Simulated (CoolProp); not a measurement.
R245fa along the isobar 6.25 MPa: fugacity coefficient from the reference equation and from simpler models built on Tc = 153.9 °C, pc = 3.651 MPa, ω = 0.378; each cubic takes its own stable root.

Model: reference Helmholtz-energy equation of state, Akasaka 2015, in CoolProp.

| T (°C) | phase | reference | van der Waals | Redlich-Kwong | Soave-Redlich-Kwong | Peng-Robinson |
|---|---|---|---|---|---|---|
| 22.55 | liquid | 0.02639 | 0.1394 | 0.05690 | 0.02728 | 0.02644 |
| 35.65 | liquid | 0.04110 | 0.1670 | 0.07904 | 0.04259 | 0.04104 |
| 48.75 | liquid | 0.06099 | 0.1968 | 0.1058 | 0.06334 | 0.06077 |
| 61.85 | liquid | 0.08674 | 0.2286 | 0.1372 | 0.09028 | 0.08633 |
| 74.95 | liquid | 0.1189 | 0.2622 | 0.1730 | 0.1239 | 0.1182 |
| 88.15 | liquid | 0.1579 | 0.2976 | 0.2132 | 0.1647 | 0.1569 |
| 101.25 | liquid | 0.2031 | 0.3338 | 0.2565 | 0.2120 | 0.2017 |
| 114.35 | liquid | 0.2544 | 0.3709 | 0.3027 | 0.2653 | 0.2524 |
| 127.45 | liquid | 0.3111 | 0.4085 | 0.3510 | 0.3238 | 0.3081 |
| 140.65 | liquid | 0.3724 | 0.4466 | 0.4008 | 0.3864 | 0.3677 |
| 153.75 | liquid | 0.4360 | 0.4841 | 0.4502 | 0.4501 | 0.4285 |
| 166.85 | supercritical | 0.4999 | 0.5209 | 0.4986 | 0.5127 | 0.4882 |
